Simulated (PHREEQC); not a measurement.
**Acid mine or pickling water (model solution)**

Model water analysis in mg/L, 20 °C, pH 2.04, pe 8.9:

| constituent | mg/L |
|---|---|
| Na | 88.9 |
| K | 282 |
| Ca | 161 |
| Mg | 126 |
| Cl | 101 |
| S(6) as SO4 | 1920 |
| Fe(3) | 2.65 |
| Cu(2) | 0.761 |
| Zn | 4.86 |
| Sr | 1.83 |

Valence states are taken as typed.

All values are PHREEQC results (ion-association model, wateq4f.dat), not measurements.

Precipitation was switched off in this run.

Problem. What ionic strength does the model give?

Solution. ionic strength 0.0500 mol/kgw.

Problem. In which forms is Ca present?

Solution. Ca+2 67 %, CaSO4 31 %, CaHSO4+ 1.9 % of the Ca.

The solution is supersaturated, for example in Hematite (slow to form), Goethite (slow to form), so a real one may precipitate; this is no full list.
